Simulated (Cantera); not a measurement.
Si + Cl2 + H2 (chlorosilane synthesis and conversion)

A closed system holds: 1 mol Si, a varied amount of Cl2, 12 mol H2, held at 898 K and 1 atm.

These are equilibrium values from Cantera (NASA tables, ideal gas, pure condensed phases), not measurements of a reactor. Candidate condensed phases: Si; 19 gas species. The tables' values for SiCl3 are old estimates; treat these amounts as uncertain. Equilibrium is a limit: real reactors are often held back by kinetics, nucleation or transport.

| n(Cl2) (mol) | log p H2 | log p SiCl4 | log p SiHCl3 | log p HCl | log p SiH2Cl2 | log p SiCl3 | n Si(s) |
|---|---|---|---|---|---|---|---|
| 0.5 | -0.01 | -1.96 | -1.94 | -2.58 | -2.95 | -4.34 | 0.716 |
| 0.57 | -0.01 | -1.90 | -1.89 | -2.56 | -2.92 | -4.29 | 0.677 |
| 0.65 | -0.01 | -1.83 | -1.85 | -2.55 | -2.89 | -4.24 | 0.632 |
| 0.73 | -0.01 | -1.77 | -1.81 | -2.54 | -2.86 | -4.19 | 0.587 |
| 0.83 | -0.01 | -1.71 | -1.76 | -2.52 | -2.83 | -4.15 | 0.531 |
| 0.95 | -0.01 | -1.65 | -1.71 | -2.51 | -2.80 | -4.10 | 0.465 |
| 1.1 | -0.02 | -1.58 | -1.66 | -2.49 | -2.77 | -4.05 | 0.381 |
| 1.2 | -0.02 | -1.54 | -1.63 | -2.48 | -2.75 | -4.02 | 0.326 |
| 1.4 | -0.02 | -1.46 | -1.58 | -2.46 | -2.72 | -3.96 | 0.216 |
| 1.6 | -0.03 | -1.40 | -1.53 | -2.45 | -2.69 | -3.91 | 0.106 |
| 1.8 | -0.03 | -1.34 | -1.51 | -2.42 | -2.70 | -3.89 | 0 |
| 2 | -0.04 | -1.19 | -1.90 | -1.88 | -3.63 | -4.27 | 0 |
log p: log10 of the partial pressure in bar; n: condensed amount in mol.

From 0.5 mol Cl2 to 1.6 mol Cl2 the condensed part is Si(s). From 1.8 mol Cl2 to 2 mol Cl2 nothing is condensed. The main Si-bearing gas is SiHCl3 at 0.5 mol Cl2 and SiCl4 at 2 mol Cl2.
